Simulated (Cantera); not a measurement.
# Equilibrium for silicon carbide growth: CH3SiCl3 + HCl + H2

Feed: 1 mol CH3SiCl3, 0.81 mol HCl, 72 mol H2, equilibrated at 28000 Pa.

These are equilibrium values from Cantera (NASA tables, ideal gas, pure condensed phases), not measurements of a reactor. Candidate condensed phases: C, C6H6, C7H8, C8H18, Si, SiC; 109 gas species. The feed counts by its element totals alone. The tables' values for SiCl, SiCl3 are old estimates; treat these amounts as uncertain. Gases not in the tables: Si2H6 and higher silanes. Rates play no part.

```csv
T (K),log p H2,log p HCl,log p H,log p C2H2 (acetylene),log p Si,log p SiCl2,n SiC(s)
1473,-0.58,-1.86,-5.19,-6.84,-9.91,-4.28,0.984
1573,-0.58,-1.86,-4.68,-5.99,-8.92,-4.26,0.984
1673,-0.58,-1.86,-4.23,-5.28,-8.02,-4.22,0.983
1773,-0.58,-1.86,-3.83,-4.77,-7.18,-4.13,0.980
1873,-0.58,-1.86,-3.48,-4.43,-6.36,-4.00,0.972
1973,-0.58,-1.86,-3.16,-4.19,-5.60,-3.85,0.959
2073,-0.58,-1.87,-2.87,-3.98,-4.90,-3.71,0.939
2173,-0.58,-1.87,-2.61,-3.78,-4.28,-3.60,0.904
2273,-0.58,-1.88,-2.37,-3.54,-3.74,-3.53,0.832
2373,-0.59,-1.89,-2.15,-3.27,-3.28,-3.50,0.668
```
log p: log10 of the partial pressure in bar; n: condensed amount in mol.

From 1473 K to 2373 K the condensed part is SiC(s). The main Si-bearing gas is SiCl2 at 1473 K and Si at 2373 K.
